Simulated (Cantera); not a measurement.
Source: NASA polynomial tables (part measured, part estimated), evaluated in Cantera. Values are per mole of reaction as written; species without (g) are pure solids or liquids, kept so even where they would boil at 1 bar.

a) Ca + Br2(g) → CaBr2
b) Hg + Br2(g) → HgBr2
c) H2(g) + Br2(g) → 2 HBr(g)
d) Ba + Br2(g) → BaBr2

### Question
Order these by ΔG° at 723 K, most negative first.

### Answer
d (-676 kJ), a (-603 kJ), c (-118 kJ), b (-102 kJ)
